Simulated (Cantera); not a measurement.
An isothermal, constant-pressure homogeneous reactor starts with 35.2 % N₂O, 1.48 % H₂, 63.3 % N₂, at 1275 K and 36.8 Torr.

Cantera simulation using GRI-Mech 3.0 (53 species, 325 reactions); the numbers are that mechanism's predictions, not measurements. GRI-Mech 3.0 was tuned for natural gas; its chemistry of N2O as a main component is partial and can be far from experiment. Radical loss at walls, strong at low pressure, is not modelled. The mechanism lacks the step 2 NO + O2 → 2 NO2, which can matter for NO2 below about 1400 K. The temperature is held fixed by assumption; the heat of reaction is taken as removed at once.

Task: Predict: x(N₂O) at 1.00 s; x(H₂) at 1.00 s; x(H) at 1.00 s; x(H₂O₂) at 1.00 s; x(NO) at 1.00 s; x(O₂) at 1.00 s; x(HO₂) at 1.00 s.

Result: 
```
Quantity                                              Value
-----------------  ----------------------------------------
x(N₂O) at 1.00 s      0.292 (gas-phase equilibrium 4.44e-9)
x(H₂) at 1.00 s     1.21e-7 (gas-phase equilibrium 8.36e-9)
x(H) at 1.00 s     1.78e-8 (gas-phase equilibrium 3.07e-10)
x(H₂O₂) at 1.00 s  1.82e-9 (gas-phase equilibrium 4.79e-11)
x(NO) at 1.00 s    0.00471 (gas-phase equilibrium 0.000289)
x(O₂) at 1.00 s        0.0167 (gas-phase equilibrium 0.144)
x(HO₂) at 1.00 s    5.48e-7 (gas-phase equilibrium 3.71e-9)
```
